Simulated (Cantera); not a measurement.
Input: 1 mol PbO, 2.8 mol CH₄, 0.41 mol H₂, held at 1500 Torr.

Equilibrium computed with Cantera from the NASA thermochemical tables; the gas is ideal and each condensed phase is pure. Candidate condensed phases: C, C₆H₆, C₇H₈, C₈H₁₈, H₂O, Pb, PbO, PbO₂, Pb₃O₄; 113 gas species. Kinetics and transport are ignored.

What share of the Pb ends up in condensed phases as a function of T (K), at 1150, 1300, 1450, 1600, 1750, 1900, 2050, 2200, 2350, 2500?


```json
[
 {"T (K)": "1150", "Pb condensed (%)": "99.9", "as": "Pb(l)"},
 {"T (K)": "1300", "Pb condensed (%)": "99.1", "as": "Pb(l)"},
 {"T (K)": "1450", "Pb condensed (%)": "94.8", "as": "Pb(l)"},
 {"T (K)": "1600", "Pb condensed (%)": "78.1", "as": "Pb(l)"},
 {"T (K)": "1750", "Pb condensed (%)": "25.2", "as": "Pb(l)"},
 {"T (K)": "1900", "Pb condensed (%)": "0.0", "as": "-"},
 {"T (K)": "2050", "Pb condensed (%)": "0.0", "as": "-"},
 {"T (K)": "2200", "Pb condensed (%)": "0.0", "as": "-"},
 {"T (K)": "2350", "Pb condensed (%)": "0.0", "as": "-"},
 {"T (K)": "2500", "Pb condensed (%)": "0.0", "as": "-"}
]
```
